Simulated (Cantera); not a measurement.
Feed: 1 mol FeS, 4.1 mol SO3, 34 mol N2, equilibrated at 3.10 bar.

Equilibrium computed with Cantera from the NASA thermochemical tables; the gas is ideal and each condensed phase is pure. Candidate condensed phases: Fe, FeO, FeS, FeSO4, FeS2, Fe2O3, Fe2(SO4)3, Fe3O4, S; 19 gas species. Rates play no part.

Task: At 1302 °C, list the 4 most abundant gas species with their mole fractions, and the condensed phases.

Result: N2 0.861, SO2 0.129, O2 0.00924, SO3 0.000565. Condensed: Fe3O4(s).
